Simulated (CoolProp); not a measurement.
Vapour pressure (kPa) of carbon monoxide: the reference equation beside estimates from Tc = -140.3 °C, pc = 3498 kPa, ω = 0.050.

Model: reference Helmholtz-energy equation of state, Lemmon 2006, in CoolProp. It is a short technical equation, of lower accuracy than the large ones.

| T (°C) | reference | Redlich-Kwong | Soave-Redlich-Kwong | Peng-Robinson |
|---|---|---|---|---|
| -193.45 | 80.79 | 71.48 | 80.31 | 82.52 |
| -191.55 | 100.9 | 91.16 | 100.4 | 102.7 |
| -189.75 | 123.3 | 113.4 | 122.7 | 125.0 |
| -187.85 | 150.7 | 141.0 | 150.2 | 152.5 |
| -185.95 | 182.6 | 173.3 | 182.2 | 184.3 |
| -184.15 | 217.3 | 208.7 | 217.0 | 218.9 |
| -182.25 | 258.9 | 251.5 | 258.9 | 260.4 |
| -180.35 | 306.2 | 300.3 | 306.5 | 307.6 |
| -178.55 | 356.6 | 352.6 | 357.3 | 357.8 |
| -176.65 | 416.2 | 414.6 | 417.5 | 417.3 |
| -174.75 | 482.7 | 483.9 | 484.7 | 483.7 |
| -172.95 | 552.5 | 556.8 | 555.4 | 553.5 |
| -171.05 | 633.8 | 641.8 | 637.9 | 634.8 |
| -169.15 | 723.5 | 735.5 | 728.8 | 724.6 |
| -167.35 | 816.5 | 832.6 | 823.3 | 817.9 |

Absolute difference from the reference over all 15 rows, mean and median: Redlich-Kwong 3.8 and 2.0 %, Soave-Redlich-Kwong 0.4 and 0.4 %, Peng-Robinson 0.7 and 0.5 %.
